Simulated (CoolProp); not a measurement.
Saturation properties of C3F8 (R218) (Tc = 71.9 °C, pc = 2.640 MPa, ω = 0.317).

Model: reference Helmholtz-energy equation of state, Lemmon 2006, in CoolProp. It is a short technical equation, of lower accuracy than the large ones.

```json
[
 {"T (°C)": "-6.85", "p (MPa)": "0.3297", "liquid density (kg/m³)": "1486", "vapour density (kg/m³)": "31.75", "enthalpy of vaporisation (kJ/kg)": "93.01", "surface tension (mN/m)": "7.08", "liquid viscosity (µPa s)": "272"},
 {"T (°C)": "0.15", "p (MPa)": "0.4165", "liquid density (kg/m³)": "1454", "vapour density (kg/m³)": "40.01", "enthalpy of vaporisation (kJ/kg)": "89.74", "surface tension (mN/m)": "6.32", "liquid viscosity (µPa s)": "244"},
 {"T (°C)": "7.15", "p (MPa)": "0.5194", "liquid density (kg/m³)": "1420", "vapour density (kg/m³)": "49.98", "enthalpy of vaporisation (kJ/kg)": "86.25", "surface tension (mN/m)": "5.57", "liquid viscosity (µPa s)": "220"},
 {"T (°C)": "14.15", "p (MPa)": "0.6403", "liquid density (kg/m³)": "1384", "vapour density (kg/m³)": "61.98", "enthalpy of vaporisation (kJ/kg)": "82.49", "surface tension (mN/m)": "4.84", "liquid viscosity (µPa s)": "198"},
 {"T (°C)": "21.15", "p (MPa)": "0.7809", "liquid density (kg/m³)": "1346", "vapour density (kg/m³)": "76.48", "enthalpy of vaporisation (kJ/kg)": "78.41", "surface tension (mN/m)": "4.14", "liquid viscosity (µPa s)": "177"},
 {"T (°C)": "28.15", "p (MPa)": "0.9434", "liquid density (kg/m³)": "1305", "vapour density (kg/m³)": "94.07", "enthalpy of vaporisation (kJ/kg)": "73.95", "surface tension (mN/m)": "3.45", "liquid viscosity (µPa s)": "159"},
 {"T (°C)": "35.15", "p (MPa)": "1.130", "liquid density (kg/m³)": "1259", "vapour density (kg/m³)": "115.7", "enthalpy of vaporisation (kJ/kg)": "68.99", "surface tension (mN/m)": "2.78", "liquid viscosity (µPa s)": "142"},
 {"T (°C)": "42.15", "p (MPa)": "1.343", "liquid density (kg/m³)": "1209", "vapour density (kg/m³)": "142.6", "enthalpy of vaporisation (kJ/kg)": "63.38", "surface tension (mN/m)": "2.15", "liquid viscosity (µPa s)": "125"},
 {"T (°C)": "49.15", "p (MPa)": "1.586", "liquid density (kg/m³)": "1152", "vapour density (kg/m³)": "177.4", "enthalpy of vaporisation (kJ/kg)": "56.86", "surface tension (mN/m)": "1.55", "liquid viscosity (µPa s)": "110"},
 {"T (°C)": "56.15", "p (MPa)": "1.863", "liquid density (kg/m³)": "1083", "vapour density (kg/m³)": "224.6", "enthalpy of vaporisation (kJ/kg)": "48.94", "surface tension (mN/m)": "0.986", "liquid viscosity (µPa s)": "93.9"},
 {"T (°C)": "63.15", "p (MPa)": "2.178", "liquid density (kg/m³)": "992.0", "vapour density (kg/m³)": "296.0", "enthalpy of vaporisation (kJ/kg)": "38.41", "surface tension (mN/m)": "0.479", "liquid viscosity (µPa s)": "77.3"}
]
```

It boils at -36.8 °C under 1 atm.

Viscosity comes from a separate model (Huber 2003), an estimate that may be off by 10 % or more. Surface tension comes from a separate correlation (Mulero 2012).
